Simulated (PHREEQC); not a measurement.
Make-up at 25 °C: 0.12 mol/kgw HCl, 0.26 mol/kgw ZnSO4 and 0.0063 mol/kgw NiSO4. Closed to the air; pH follows from the charge balance.

Equilibrium calculation in PHREEQC: ion-association model, wateq4f.dat.

This is a speciation only: nothing precipitates in the calculation.

Order these Ni species by the share of Ni that they hold, largest first: Ni+2, NiSO4, NiCl+, NiCl2.

Ni+2 (60 %), NiSO4 (35 %), NiCl+ (4.2 %), NiCl2 (0.68 %)

Order these Zn species by the share of Zn that they hold, largest first: ZnSO4, Zn+2, ZnCl2, ZnCl+, Zn(SO4)2-2.

Zn+2 (54 %), ZnSO4 (31 %), Zn(SO4)2-2 (11 %), ZnCl+ (3.8 %), ZnCl2 (0.15 %)

The pH is 1.40 and the ionic strength 0.587 mol/kgw. Complexes and solids missing from the database can't appear.
